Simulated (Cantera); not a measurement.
An isothermal, constant-pressure homogeneous reactor starts with 1.89 % CH4, 98.1 % N2, at 1673 K and 0.180 Torr.

Computed with Cantera and GRI-Mech 3.0 (53 species, 325 reactions). GRI-Mech 3.0 stops at C3 and has no aromatics, soot or wall deposition, so with more carbon than oxygen in the feed, carbon stays in small species such as C2H2 where larger ones or solid carbon would form. Radical loss at walls, strong at low pressure, is not modelled.

**Question.** Predict: x(CH4) at 20.0 s; x(HCN) at 20.0 s; x(CH2) at 20.0 s; x(C2H6) at 20.0 s; x(C2H2) at 20.0 s.

**Answer.** 
- x(CH4) at 20.0 s: 0.0105 (gas-phase equilibrium 5.16e-9)
- x(HCN) at 20.0 s: 3.86e-7 (gas-phase equilibrium 0.0167)
- x(CH2) at 20.0 s: 6.86e-7 (gas-phase equilibrium 2.13e-10)
- x(C2H6) at 20.0 s: 9.81e-8 (gas-phase equilibrium <1e-12)
- x(C2H2) at 20.0 s: 0.00341 (gas-phase equilibrium 0.000909)
